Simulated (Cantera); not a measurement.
A perfectly stirred reactor is fed with 41.0 % H2, 25.6 % O2, 33.3 % N2, equivalence ratio 0.80, at 458 Torr; it is held at 1398 K, and followed from long to short residence time.

Detailed kinetics in Cantera: GRI-Mech 3.0 (53 species, 325 reactions). The temperature is held fixed by assumption; the heat of reaction is taken as removed at once.

x: mole fraction; the columns are a selection and need not sum to one.

| τ (s) | x H2 | x O2 | x HO2 | x NO2 | x OH | x H2O | x O |
|---|---|---|---|---|---|---|---|
| 9.3 | 4.07e-5 | 0.0645 | 8.75e-7 | 4.91e-9 | 0.000221 | 0.516 | 4.57e-6 |
| 2.8 | ___ | 0.0645 | ___ | 7.19e-9 | ___ | 0.516 | ___ |
| 0.85 | 0.000200 | 0.0645 | 4.09e-6 | 7.80e-9 | 0.000478 | 0.516 | 2.24e-5 |
| 0.26 | 0.000440 | 0.0645 | 8.38e-6 | 5.93e-9 | 0.000707 | 0.515 | 5.07e-5 |
| 0.077 | 0.000985 | 0.0646 | 1.64e-5 | 3.59e-9 | 0.00106 | 0.514 | 0.000119 |
| 0.023 | 0.00216 | 0.0650 | 2.86e-5 | 2.27e-9 | 0.00161 | 0.512 | 0.000277 |
| 0.0070 | 0.00459 | 0.0658 | 4.35e-5 | 1.79e-9 | 0.00242 | 0.508 | 0.000632 |
| 0.0021 | ___ | 0.0677 | ___ | 1.66e-9 | ___ | 0.499 | ___ |
| 0.00063 | 0.0191 | 0.0717 | 7.05e-5 | 1.62e-9 | 0.00548 | 0.482 | 0.00311 |

Task: Some entries are withheld; supply them.

Result: 
- 2.8, x H2: 9.05e-5
- 2.8, x HO2: 1.91e-6
- 2.8, x OH: 0.000324
- 2.8, x O: 1.00e-5
- 0.0021, x H2: 0.00957
- 0.0021, x HO2: 5.82e-5
- 0.0021, x OH: 0.00366
- 0.0021, x O: 0.00143
